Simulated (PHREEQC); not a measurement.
Dissolve 0.003 mol/kgw NaHSO4 and 0.004 mol/kgw NaOH at 25 °C. It is in equilibrium with CO2 at log p = -2 (atm). Otherwise closed; pH follows from the charge balance.

All values are PHREEQC results (ion-association model, phreeqc.dat), not measurements.

**Question.** The ionic strength comes out as 0.00986 mol/kgw. What activity coefficients do NaSO4-, SO4-2, HCO3-, Na+ get?

**Answer.** NaSO4- 0.91, SO4-2 0.67, HCO3- 0.91, Na+ 0.90.

This is a speciation only: nothing precipitates in the calculation. Complexes and solids missing from the database can't appear.
